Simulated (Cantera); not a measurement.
Feed: 1 mol SiCl₄, 0.34 mol H₂, at 623 K and 825 Torr.

These are equilibrium values from Cantera (NASA tables, ideal gas, pure condensed phases), not measurements of a reactor. Candidate condensed phases: Si; 19 gas species. Rates play no part.

Base state: SiCl₄ 0.743, H₂ 0.251, HCl 0.00294, SiHCl₃ 0.00294 (mole fractions); condensed: gas only.

What changes in the equilibrium state with this change: temperature from 623 K to 723.15 K?


```
species   before    after
-------  -------  -------
SiCl₄      0.743    0.739
H₂         0.251    0.246
HCl      0.00294  0.00739
SiHCl₃   0.00294  0.00738
```
